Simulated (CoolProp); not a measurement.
n-dodecane along the isobar 10.6 MPa: fugacity coefficient from the reference equation and from simpler models built on Tc = 658.1 K, pc = 1.818 MPa, ω = 0.574; each cubic takes its own stable root.

Computed with CoolProp (reference Helmholtz-energy equation of state, Lemmon 2004). It is a short technical equation, of lower accuracy than the large ones.

```csv
T (K),phase,reference,van der Waals,Redlich-Kwong,Soave-Redlich-Kwong,Peng-Robinson
450.7,liquid,0.007060,?,?,0.008284,0.007653
468.5,liquid,0.01126,0.1165,0.04003,0.01325,0.01214
486.2,liquid,0.01711,0.1324,0.05181,0.02019,0.01838
504,liquid,0.02498,0.1492,0.06550,0.02960,0.02681
521.8,liquid,0.03516,0.1667,0.08102,0.04185,0.03774
539.5,liquid,0.04782,?,0.09819,0.05717,0.05139
557.3,liquid,0.06327,0.2032,?,0.07599,0.06814
575.1,liquid,0.08155,0.2221,0.1375,0.09839,0.08807
592.8,liquid,0.1025,0.2414,0.1592,?,0.1111
610.6,liquid,0.1264,0.2610,0.1822,?,0.1374
```

Problem. What belongs in the gaps?

Solution. 
- 450.7, van der Waals: 0.1013
- 450.7, Redlich-Kwong: 0.03003
- 539.5, van der Waals: 0.1846
- 557.3, Redlich-Kwong: 0.1171
- 592.8, Soave-Redlich-Kwong: 0.1243
- 610.6, Soave-Redlich-Kwong: 0.1538
